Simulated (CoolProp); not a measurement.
Vapour-liquid equilibrium of CH2F2 (R32) (1) + R134a (2) at 0.00299 MPa; x and y are mole fractions of (1).

Values from CoolProp's multi-fluid Helmholtz-energy mixture model, Tillner-Roth 1997 and Tillner-Roth 1994; pair parameters Lemmon 2004.

```json
[
 {"x": "0.05", "bubble temperature (K)": "188.1", "y at the bubble point": "0.238", "dew temperature at overall composition x (K)": "190.2", "liquid density (mol/L)": "(withheld)"},
 {"x": "0.2", "bubble temperature (K)": "(withheld)", "y at the bubble point": "0.609", "dew temperature at overall composition x (K)": "188.6", "liquid density (mol/L)": "(withheld)"},
 {"x": "0.35", "bubble temperature (K)": "179.0", "y at the bubble point": "0.775", "dew temperature at overall composition x (K)": "(withheld)", "liquid density (mol/L)": "17.84"},
 {"x": "0.5", "bubble temperature (K)": "176.3", "y at the bubble point": "0.865", "dew temperature at overall composition x (K)": "184.5", "liquid density (mol/L)": "19.25"},
 {"x": "0.65", "bubble temperature (K)": "174.2", "y at the bubble point": "0.922", "dew temperature at overall composition x (K)": "181.8", "liquid density (mol/L)": "20.87"},
 {"x": "0.8", "bubble temperature (K)": "172.5", "y at the bubble point": "0.962", "dew temperature at overall composition x (K)": "178.3", "liquid density (mol/L)": "(withheld)"},
 {"x": "0.95", "bubble temperature (K)": "(withheld)", "y at the bubble point": "0.992", "dew temperature at overall composition x (K)": "173.0", "liquid density (mol/L)": "(withheld)"}
]
```

Question: What belongs in the gaps?

Answer: 
- 0.05, liquid density (mol/L): 15.42
- 0.2, bubble temperature (K): 182.6
- 0.2, liquid density (mol/L): 16.58
- 0.35, dew temperature at overall composition x (K): 186.7
- 0.8, liquid density (mol/L): 22.76
- 0.95, bubble temperature (K): 171.0
- 0.95, liquid density (mol/L): 25.01

No azeotrope shows between x = 0.05 and 0.95.

Pair parameters are fitted to limited data, so mixtures are less certain than the pure fluids.
